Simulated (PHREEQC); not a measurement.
0.1 g of hydrous ferric oxide (600 m²/g; 0.2 weak and 0.005 strong sites per Fe, Dzombak-Morel constants, diffuse double layer) in 1 kg of water with 0.1 mol/kgw of an inert sodium salt and 0.023 mmol/kgw CaCl2 and 0.027 mmol/kgw H3BO3, at 25 °C; the pH is set by adding NaOH or the inert anion's acid. Oxygen is held at 0.21 atm. No CO2 enters from the air. Nothing may precipitate in this run.

Computed with PHREEQC (ion-association model, wateq4f.dat).

### Question
Predict surface charge σ (C/m²) at pH = 4.88, 5.62, 6, 7.88, 9.

### Answer
```json
[
 {"pH": "4.88", "surface charge σ (C/m²)": "0.229"},
 {"pH": "5.62", "surface charge σ (C/m²)": "0.147"},
 {"pH": "6", "surface charge σ (C/m²)": "0.111"},
 {"pH": "7.88", "surface charge σ (C/m²)": "0.009"},
 {"pH": "9", "surface charge σ (C/m²)": "-0.029"}
]
```

The oxide is taken as insoluble; below pH 4 it would dissolve.
